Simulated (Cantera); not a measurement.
An isothermal, constant-pressure homogeneous reactor starts with CH4 : N2 = 1 : 74 (molar parts), at 1250 K and 10.00 Torr. Integrator tolerance rtol = 1e-08.

Cantera simulation using GRI-Mech 3.0 (53 species, 325 reactions); the numbers are that mechanism's predictions, not measurements. GRI-Mech 3.0 stops at C3 and has no aromatics, soot or wall deposition, so with more carbon than oxygen in the feed, carbon stays in small species such as C2H2 where larger ones or solid carbon would form. Radical loss at walls, strong at low pressure, is not modelled.

### Question
What does this change do: temperature 1250 to 1500 K?

### Answer
| quantity | before | after |
|---|---|---|
| x(CH4) at 5.00 s | 0.0133 (gas-phase equilibrium 2.41e-5) | 0.00783 (gas-phase equilibrium 7.68e-7) |
| x(CH3) at 5.00 s | 1.05e-6 (gas-phase equilibrium 1.40e-8) | 9.43e-5 (gas-phase equilibrium 1.70e-8) |
| x(C2H6) at 5.00 s | 8.32e-8 (gas-phase equilibrium 3.06e-11) | 2.84e-6 (gas-phase equilibrium <1e-12) |
| x(HCN) at 5.00 s | <1e-12 (gas-phase equilibrium 0.0113) | 6.13e-8 (gas-phase equilibrium 0.0120) |
| x(H) at 5.00 s | 1.21e-10 (gas-phase equilibrium 5.92e-7) | 5.08e-6 (gas-phase equilibrium 2.16e-5) |
| x(C2H2) at 5.00 s | 4.71e-10 (gas-phase equilibrium 0.000914) | 0.00246 (gas-phase equilibrium 0.000603) |

### Question
What does this change do: temperature 1250 to 1550 K?

### Answer
```
quantity                                              before                                     after
-----------------  -----------------------------------------  ----------------------------------------
x(CH4) at 5.00 s      0.0133 (gas-phase equilibrium 2.41e-5)   0.00414 (gas-phase equilibrium 4.40e-7)
x(CH3) at 5.00 s     1.05e-6 (gas-phase equilibrium 1.40e-8)   8.51e-5 (gas-phase equilibrium 1.74e-8)
x(C2H6) at 5.00 s   8.32e-8 (gas-phase equilibrium 3.06e-11)    8.41e-7 (gas-phase equilibrium <1e-12)
x(HCN) at 5.00 s       <1e-12 (gas-phase equilibrium 0.0113)    4.62e-7 (gas-phase equilibrium 0.0120)
x(H) at 5.00 s      1.21e-10 (gas-phase equilibrium 5.92e-7)   1.42e-5 (gas-phase equilibrium 3.86e-5)
x(C2H2) at 5.00 s  4.71e-10 (gas-phase equilibrium 0.000914)  0.00443 (gas-phase equilibrium 0.000562)
```
